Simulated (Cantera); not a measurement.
Input: 1 mol borazine, 1.6 mol H2O, 29 mol N2, at 1027 °C and 9.75 Torr.

These are equilibrium values from Cantera (NASA tables, ideal gas, pure condensed phases), not measurements of a reactor. Candidate condensed phases: B, BN, B2O3, B3O3H3, H2O; 39 gas species. The feed counts by its element totals alone. Mutual solubility and eutectic melting of coexisting phases are not modelled. Kinetics and transport are ignored.

### Question
What is the equilibrium state?

### Answer
```
Property                                 Result
------------------------------------  ---------
x(N2)                                     0.865
x(H2)                                     0.134
x(HBO2)                                0.000432
x(H2O)                                 0.000256
x(HBO)                                  2.94e-5
x(B2O3)                                 1.43e-5
x(H)                                    3.56e-6
n(BN(s))                               1.94 mol
n(B2O3(l))                            0.520 mol
gas amount                            34.14 mol
log10 activity of B(s) (absent)           -4.50
log10 activity of B3O3H3(s) (absent)     -14.71
```
